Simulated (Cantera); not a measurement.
An isothermal plug-flow reactor at 700 K and 0.900 bar (inlet), inlet velocity 1.8 m/s, active area per volume 2000 1/m; feed H2 : O2 : N2 : H2O = 0.003 : 0.025 : 0.79 : 0.018 (molar parts), equivalence ratio 0.060.

Detailed kinetics in Cantera: Deutschmann's 1995 Pt surface mechanism with GRI-Mech 3.0 gas chemistry. Catalytic surfaces can have several steady states; this one follows from the mechanism file's or the stated starting coverage. Mass transfer to the wall is taken as infinitely fast.

Question: Predict: x(H2) at z = 0.0045 m; x(O2) at z = 0.0045 m; x(H2O) at z = 0.0045 m; θ(free Pt) at the exit; θ(O*) at the exit; θ(OH*) at the exit.

Answer: 
| Property | Value |
|---|---|
| x(H2) at z = 0.0045 m | 3.57e-5 |
| x(O2) at z = 0.0045 m | 0.0282 |
| x(H2O) at z = 0.0045 m | 0.0251 |
| θ(free Pt) at the exit | 0.0155 |
| θ(O*) at the exit | 0.981 |
| θ(OH*) at the exit | 0.00362 |
